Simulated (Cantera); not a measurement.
A Cantera script and what it prints.

```python
import numpy as np
import cantera as ct

gas_names = [...]  # 113 gases of nasa_gas.yaml made of C, F, H, Si
cond_names = """
    C(gr) C6H6(L) C7H8(L) C8H18(L),n-octa Si(cr) Si(L) SiC(b)
""".split()


# ... load() reads the species with a 1 bar reference pressure and builds the phases ...
atoms = {
    'CHF3': {'C': 1, 'H': 1, 'F': 3},
    'Si': {'Si': 1},
    'H2': {'H': 2},
}
top_T = {'C(gr)': 4500, 'SiC(b)': 3050}  # K; cautious upper limits of use, not melting points


# ... equilibrate(T, P, feed) seeds the gas with the atoms and calls Mixture.equilibrate('TP', solver="vcs", rtol=1e-11, max_steps=5000) ...
results = []
feed = {'CHF3': 1, 'Si': 0.027, 'H2': 6.2}  # mol
T = 850  # K
P = 3.4  # Pa
mix = equilibrate(T, P, feed)
results.append((T, P, feed, dict(zip(mix.species_names, mix.species_moles))))
x = sorted(zip(gas.X, gas.species_names), reverse=True)
print(f"T = {T:g} K  P = {P:g} Pa  gas = {mix.phase_moles(0):.4g} mol")
print("   x: " + "  ".join(f"{s} {v:.3e}" for v, s in x if v > 1e-06))
print("   condensed (mol): " + ("  ".join(f"{mix.phase(i).name} {mix.phase_moles(i):.4g}"
      for i in range(1, mix.n_phases) if mix.phase_moles(i) > 1e-12) or "none"))
```

Output:

```
T = 850 K  P = 3.4 Pa  gas = 8.173 mol
   x: H2 6.428e-01  HF 3.539e-01  SiF4 3.304e-03  CH4 8.742e-06
   condensed (mol): C(gr) 0.9999
```

Method: chemical equilibrium by Gibbs-energy minimisation in Cantera with the NASA 1993 tables (ideal gas, pure condensed phases).
